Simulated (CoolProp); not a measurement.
Values from CoolProp's reference Helmholtz-energy equation of state, Lemmon 2006. It is a short technical equation, of lower accuracy than the large ones.

Problem. For acetone, give the phase and the density (kg/m³), cp (kJ/(kg K)), expansivity (1/kK) at 439.1 K and 3470 kPa; 541.5 K and 3470 kPa.

Solution. 
- 439.1 K and 3470 kPa: liquid; density 601, cp 2.73, expansivity 3.05
- 541.5 K and 3470 kPa: gas; density 60.5, cp 2.54, expansivity 4.93
